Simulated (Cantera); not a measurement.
Equilibrium for abatement and gas-phase synthesis: HF + H₂O + N₂

A closed system holds: 1 mol HF, 0.92 mol H₂O, 1.1 mol N₂, at 6.10 bar.

These are equilibrium values from Cantera (NASA tables, ideal gas, pure condensed phases), not measurements of a reactor. Candidate condensed phases: H₂O; 40 gas species. Kinetics and transport are ignored.

From 725 K to 3325 K nothing is condensed.

```
T (K)  log p N₂  log p HF  log p H₂O  log p H₂  log p OH  log p H  log p O₂  log p O  log p NO
-----  --------  --------  ---------  --------  --------  -------  --------  -------  --------
725        0.35      0.31       0.27     -9.67      <-11     <-11    -10.01     <-11    -10.76
925        0.35      0.31       0.27     -7.11     -8.69     <-11     -7.47     <-11     -8.06
1125       0.35      0.31       0.27     -5.44     -6.65   -10.07     -5.82     <-11     -6.32
1325       0.35      0.31       0.27     -4.27     -5.22    -7.92     -4.67    -8.89     -5.10
1525       0.35      0.31       0.27     -3.40     -4.17    -6.33     -3.82    -7.16     -4.21
1725       0.35      0.31       0.27     -2.73     -3.36    -5.10     -3.17    -5.82     -3.52
1925       0.35      0.31       0.27     -2.20     -2.72    -4.12     -2.66    -4.77     -2.98
2125       0.35      0.30       0.26     -1.76     -2.20    -3.32     -2.25    -3.91     -2.54
2325       0.34      0.30       0.26     -1.41     -1.78    -2.66     -1.91    -3.20     -2.18
2525       0.34      0.30       0.24     -1.11     -1.43    -2.11     -1.64    -2.60     -1.88
2725       0.34      0.30       0.22     -0.87     -1.14    -1.64     -1.41    -2.10     -1.63
2925       0.33      0.29       0.17     -0.67     -0.90    -1.24     -1.23    -1.68     -1.42
3125       0.32      0.28       0.11     -0.52     -0.71    -0.90     -1.09    -1.31     -1.25
3325       0.30      0.27       0.02     -0.40     -0.57    -0.61     -0.99    -1.00     -1.12
```
log p: log10 of the partial pressure in bar; nothing condenses.
